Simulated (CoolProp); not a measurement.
Vapour-liquid equilibrium of R125 (1) + R115 (2) at 1.32 MPa; x and y are mole fractions of (1).

Computed with CoolProp (multi-fluid Helmholtz-energy mixture model, Lemmon 2005 and Lemmon 2016; pair parameters Bell 2016).

**Question.** Give the bubble temperature and the first vapour's composition at x = 0.2, 0.425, 0.65. Is there an azeotrope?

**Answer.** x = 0.2: 305.4 K, y = 0.290; x = 0.425: 300.3 K, y = 0.512; x = 0.65: 297.5 K, y = 0.692. y crosses x between x = 0.875 and 0.95: the model has an azeotrope there.

The pair parameters rest on a limited set of measurements; away from them the model extrapolates.
